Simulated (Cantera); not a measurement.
An adiabatic, constant-volume homogeneous reactor starts with CH4 : CO : O2 : N2 : CO2 = 1 : 0.43 : 1.01 : 3.12 : 0.43 (molar parts), equivalence ratio 2.2, at 973 K and 5.00 bar.

Model: GRI-Mech 3.0 (53 species, 325 reactions), integrated in Cantera. Below about 1000 K GRI-Mech 3.0 lacks low-temperature oxidation paths.

Problem. Predict: time of steepest temperature rise; temperature at 4.00 s; equilibrium temperature; x(CH4) at 4.00 s; x(CO) at 4.00 s; x(O2) at 4.00 s; x(NO) at 4.00 s.

Solution. 
```
Quantity                                                            Result
---------------------------------  ---------------------------------------
time of steepest temperature rise                                   1.21 s
temperature at 4.00 s                                               2314 K
equilibrium temperature                                             2314 K
x(CH4) at 4.00 s                   3.99e-9 (gas-phase equilibrium 4.41e-9)
x(CO) at 4.00 s                        0.218 (gas-phase equilibrium 0.218)
x(O2) at 4.00 s                    5.83e-7 (gas-phase equilibrium 5.83e-7)
x(NO) at 4.00 s                    2.03e-5 (gas-phase equilibrium 2.03e-5)
```
